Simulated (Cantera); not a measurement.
An isothermal, constant-pressure homogeneous reactor starts with NH3 : H2 = 1 : 29 (molar parts), at 2375 K and 100.0 Torr. Integrator tolerance rtol = 1e-08.

Detailed kinetics in Cantera: the gas-phase N/H chemistry of the illustrative SiF4/NH3 mechanism in the Surface Chemkin manual (1991). Walls and surfaces, which speed up NH3 decomposition in real reactors, are not modelled.

Task: What does this change do: temperature 2375 to 1625 K?

Result: 
```
quantity                                            before                                     after
-----------------  ---------------------------------------  ----------------------------------------
x(NH3) at 2.00 s   2.43e-7 (gas-phase equilibrium 1.85e-7)    0.0327 (gas-phase equilibrium 7.14e-7)
x(H2) at 2.00 s        0.946 (gas-phase equilibrium 0.946)       0.967 (gas-phase equilibrium 0.984)
x(N2) at 2.00 s      0.0158 (gas-phase equilibrium 0.0158)   0.000288 (gas-phase equilibrium 0.0161)
x(NH2) at 2.00 s   3.13e-8 (gas-phase equilibrium 2.38e-8)  1.22e-5 (gas-phase equilibrium 3.39e-10)
x(N) at 2.00 s     3.90e-8 (gas-phase equilibrium 2.96e-8)    8.83e-9 (gas-phase equilibrium <1e-12)
x(N2H2) at 2.00 s    <1e-12 (gas-phase equilibrium <1e-12)    6.47e-9 (gas-phase equilibrium <1e-12)
```
